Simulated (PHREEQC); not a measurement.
Consider water at 60 °C with 0.017 mol SrCl2 per kg of water. Closed to the air; pH follows from the charge balance.

Equilibrium calculation in PHREEQC: ion-association model, phreeqc.dat.

The ionic strength is 0.0510 mol/kgw and the specific conductance comes out as 7140 µS/cm. The density is 0.986 g/cm³.

```json
[
 {"species": "Cl-", "molality": "0.0340", "activity": "0.0273", "log γ": "-0.096"},
 {"species": "Sr+2", "molality": "0.0170", "activity": "0.00765", "log γ": "-0.347"},
 {"species": "H+", "molality": "3.79e-7", "activity": "3.20e-7", "log γ": "-0.073"},
 {"species": "OH-", "molality": "3.77e-7", "activity": "3.01e-7", "log γ": "-0.098"},
 {"species": "SrOH+", "molality": "1.51e-9", "activity": "1.23e-9", "log γ": "-0.089"}
]
```

This is a speciation only: nothing precipitates in the calculation. Constants without temperature data keep their 25 °C values here.
